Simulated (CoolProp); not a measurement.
The fluid at 452.07 K and 2.76 MPa is throttled through a valve to 1.52 MPa with no heat exchange. The same conditions are run with several fluids, on thermodynamics alone (safety and materials aside).

Model: reference Helmholtz-energy equation of state of each fluid (dimethyl carbonate: Zhou 2011; octamethylcyclotetrasiloxane (D4): Thol 2015; 1,2-dichloroethane: Thol 2015; hexamethyldisiloxane (MM): Thol 2016; p-xylene: Zhou 2012), in CoolProp.

```
fluid                              temperature change (K)  final density (kg/m³)
---------------------------------  ----------------------  ---------------------
dimethyl carbonate                                   +0.0                    [?]
octamethylcyclotetrasiloxane (D4)                    +0.2                    768
1,2-dichloroethane                                   +0.0                    [?]
hexamethyldisiloxane (MM)                            -0.2                    572
p-xylene                                             +0.2                    [?]
```

Q: Some entries are withheld; supply them.

A: 
- dimethyl carbonate, final density (kg/m³): 835
- 1,2-dichloroethane, final density (kg/m³): 984
- p-xylene, final density (kg/m³): 713
